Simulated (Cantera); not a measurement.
A Cantera script and its output.

```python
import numpy as np
import cantera as ct

gas = ct.Solution("gri30.yaml")


def delay(T, t_max=10):
    gas.TPX = T, 101325, {'CO': 1, 'H2': 1.4, 'CH4': 0.059, 'O2': 1.01, 'N2': 3.81}
    reactor = ct.IdealGasReactor(gas, clone=False)
    net = ct.ReactorNet([reactor])
    net.rtol, net.atol = 1e-8, 1e-16
    while net.time < t_max:
        t_old, T_old = net.time, reactor.T
        net.step()
        if reactor.T > T + 400:  # ignition: a rise of 400 K
            return t_old + (T + 400 - T_old) / (reactor.T - T_old) * (net.time - t_old)
    return np.nan


taus = []
for T in [1200, 1250, 1300, 1350, 1400, 1450, 1500, 1550, 1600]:
    taus.append(delay(T))
    print(f"T0 = {T:6g} K   tau = {taus[-1]:.4e} s")
```

It prints:

```
T0 =   1200 K   tau = 5.7119e-05 s
T0 =   1250 K   tau = 4.3803e-05 s
T0 =   1300 K   tau = 3.4777e-05 s
T0 =   1350 K   tau = 2.8417e-05 s
T0 =   1400 K   tau = 2.3820e-05 s
T0 =   1450 K   tau = 2.0435e-05 s
T0 =   1500 K   tau = 1.7910e-05 s
T0 =   1550 K   tau = 1.6012e-05 s
T0 =   1600 K   tau = 1.4588e-05 s
```

Model: GRI-Mech 3.0 (53 species, 325 reactions), integrated in Cantera. Where the delays flatten at high temperature, the 400 K rule measures the pace of heat release, not the induction time.
